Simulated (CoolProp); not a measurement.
Vapour pressure (kPa) of R1234ze(E): the reference equation beside estimates from Tc = 109.4 °C, pc = 3635 kPa, ω = 0.313.

The numbers come from the reference Helmholtz-energy equation of state, Thol 2016 in CoolProp.

```tsv
T (°C)	reference	Lee-Kesler	van der Waals	Redlich-Kwong
-93.15	0.7485	0.7130	[?]	3.398
-79.25	2.664	2.537	110.8	9.910
-65.35	7.743	7.426	173.6	24.16
-51.45	19.18	18.59	257.8	51.26
-37.45	42.04	41.21	[?]	97.91
-23.55	82.66	81.86	504.2	170.6
-9.65	149.5	[?]	671.1	277.2
4.25	252.5	253.4	870.6	425.4
18.25	404.4	406.9	1107	624.6
32.15	615.5	619.6	1379	879.3
46.05	900.6	905.7	1689	1198
59.95	1275	1280	2040	1587
```

Task: What belongs in the gaps?

Result: 
- -93.15, van der Waals: 66.20
- -37.45, van der Waals: 367.6
- -9.65, Lee-Kesler: 149.2

Absolute difference from the reference over all 12 rows, mean and median: Lee-Kesler 1.9 and 0.8 %, van der Waals 1542.8 and 429.4 %, Redlich-Kwong 129.4 and 95.9 %.
